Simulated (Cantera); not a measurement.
Charge: 1 mol Si, 13 mol HBr, 0.18 mol N2, at 150 Pa.

Method: chemical equilibrium by Gibbs-energy minimisation in Cantera with the NASA 1993 tables (ideal gas, pure condensed phases). Candidate condensed phases: Br2, Si, Si3N4; 28 gas species. The tables' values for SiBr3, SiBr are old estimates; treat these amounts as uncertain. Rates play no part.

x: gas mole fraction; nothing condenses.

| T (°C) | x HBr | x Br | x H2 | x SiBr2 | x N2 | x SiBr4 | x SiBr3 |
|---|---|---|---|---|---|---|---|
| 1127 | 0.757 | 0.0429 | 0.111 | 0.0584 | 0.0136 | 0.0118 | 0.00503 |
| 1152 | 0.747 | 0.0533 | 0.112 | 0.0620 | 0.0134 | 0.00807 | 0.00450 |
| 1177 | 0.734 | 0.0649 | 0.114 | 0.0646 | 0.0133 | 0.00536 | 0.00392 |
| 1202 | 0.718 | ? | 0.117 | 0.0664 | 0.0132 | ? | 0.00335 |
| 1227 | 0.700 | 0.0915 | 0.122 | 0.0676 | 0.0131 | 0.00224 | 0.00283 |
| 1252 | 0.680 | 0.106 | 0.128 | 0.0682 | 0.0130 | 0.00143 | 0.00237 |
| 1277 | 0.659 | 0.122 | 0.134 | 0.0685 | 0.0128 | 0.000903 | 0.00196 |
| 1302 | 0.636 | ? | 0.142 | 0.0684 | 0.0127 | ? | 0.00163 |
| 1327 | 0.611 | 0.157 | 0.149 | 0.0682 | 0.0126 | 0.000362 | 0.00134 |
| 1352 | 0.586 | 0.175 | 0.157 | 0.0679 | 0.0125 | 0.000229 | 0.00111 |
| 1377 | 0.559 | 0.193 | 0.165 | 0.0674 | 0.0123 | 0.000146 | 0.000910 |
| 1402 | 0.532 | 0.212 | 0.174 | 0.0668 | 0.0122 | 9.28e-5 | 0.000749 |

Question: Complete the blanks.

Answer: 
- 1202, x Br: 0.0777
- 1202, x SiBr4: 0.00349
- 1302, x Br: 0.139
- 1302, x SiBr4: 0.000572
